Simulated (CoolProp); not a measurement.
Model: reference Helmholtz-energy equation of state, Gao 2020, in CoolProp.

Question: For ammonia, give the phase and the density (kg/m³), cv (kJ/(kg K)), speed of sound (m/s), expansivity (1/kK) at 232.3 K and 4.48 MPa; 247.6 K and 4.48 MPa; 369.6 K and 4.48 MPa.

Answer: 
- 232.3 K and 4.48 MPa: liquid; density 693, cv 2.94, speed of sound 1800, expansivity 1.72
- 247.6 K and 4.48 MPa: liquid; density 674, cv 2.90, speed of sound 1710, expansivity 1.84
- 369.6 K and 4.48 MPa: gas; density 33.2, cv 2.49, speed of sound 408, expansivity 7.48
